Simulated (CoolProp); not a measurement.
Propane at 380.89 K and 0.761 MPa is throttled through a valve to 0.0934 MPa with no heat exchange. Each further row changes one setting.

Model: reference Helmholtz-energy equation of state, Lemmon 2009, in CoolProp.

```
case                       temperature change (K)  final density (kg/m³)
-------------------------  ----------------------  ---------------------
as stated                                    -5.8                   1.33
outlet pressure 0.028 MPa                    -6.4                  0.397
outlet pressure 0.121 MPa                    -5.5                   1.73
```
